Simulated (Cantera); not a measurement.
Charge: 1 mol SiH₂Cl₂, 21 mol H₂, 0.021 mol HCl.

Points: T (K) = 848, 948, 1048, 1148, 1248, 1348, 1448, 1548, 1648, 1748; P (Pa) = 100, 300, 880, 2600, 7700, 23000, 68000, 200000.

Cantera's Mixture.equilibrate('TP', solver="vcs", rtol=1e-11, max_steps=5000) on the NASA tables stopped like this:

```
ERROR: FAILURE its = 5001!

*******************************************************************************
CanteraError thrown by MultiPhase::equilibrate:
VCS solver failed. Return code: -1
*******************************************************************************
```

Problem. What got this run through?

Solution. This is not unique; one that fits is The failure is numerical, not chemical. The same input converged with solver="gibbs", rtol=1e-10, max_steps=50000, and the result passed a check of the equilibrium conditions:
```
    848        100  Si(cr)
    948        100  Si(cr)
   1048        100  Si(cr)
   1148        100  Si(cr)
   1248        100  Si(cr)
   1348        100  Si(cr)
   1448        100  Si(cr)
   1548        100  Si(cr)
   1648        100  Si(cr)
   1748        100  Si(L)
    848        300  Si(cr)
    948        300  Si(cr)
   1048        300  Si(cr)
   1148        300  Si(cr)
   1248        300  Si(cr)
   1348        300  Si(cr)
   1448        300  Si(cr)
   1548        300  Si(cr)
   1648        300  Si(cr)
   1748        300  Si(L)
    848        880  Si(cr)
    948        880  Si(cr)
   1048        880  Si(cr)
   1148        880  Si(cr)
   1248        880  Si(cr)
   1348        880  Si(cr)
   1448        880  Si(cr)
   1548        880  Si(cr)
   1648        880  Si(cr)
   1748        880  Si(L)
    848       2600  Si(cr)
    948       2600  Si(cr)
   1048       2600  Si(cr)
   1148       2600  Si(cr)
   1248       2600  Si(cr)
   1348       2600  Si(cr)
   1448       2600  Si(cr)
   1548       2600  Si(cr)
   1648       2600  Si(cr)
   1748       2600  Si(L)
    848       7700  Si(cr)
    948       7700  Si(cr)
   1048       7700  Si(cr)
   1148       7700  Si(cr)
   1248       7700  Si(cr)
   1348       7700  Si(cr)
   1448       7700  Si(cr)
   1548       7700  Si(cr)
   1648       7700  Si(cr)
   1748       7700  Si(L)
    848    2.3e+04  Si(cr)
    948    2.3e+04  Si(cr)
   1048    2.3e+04  Si(cr)
   1148    2.3e+04  Si(cr)
   1248    2.3e+04  Si(cr)
   1348    2.3e+04  Si(cr)
   1448    2.3e+04  Si(cr)
   1548    2.3e+04  Si(cr)
   1648    2.3e+04  Si(cr)
   1748    2.3e+04  Si(L)
    848    6.8e+04  Si(cr)
    948    6.8e+04  Si(cr)
   1048    6.8e+04  Si(cr)
   1148    6.8e+04  Si(cr)
   1248    6.8e+04  Si(cr)
   1348    6.8e+04  Si(cr)
   1448    6.8e+04  Si(cr)
   1548    6.8e+04  Si(cr)
   1648    6.8e+04  Si(cr)
   1748    6.8e+04  Si(L)
    848      2e+05  Si(cr)
    948      2e+05  Si(cr)
   1048      2e+05  Si(cr)
   1148      2e+05  Si(cr)
   1248      2e+05  Si(cr)
   1348      2e+05  Si(cr)
   1448      2e+05  Si(cr)
   1548      2e+05  Si(cr)
   1648      2e+05  Si(cr)
   1748      2e+05  Si(L)
```

The gas is ideal and each condensed phase is pure. The tables' values for SiCl3 are old estimates.
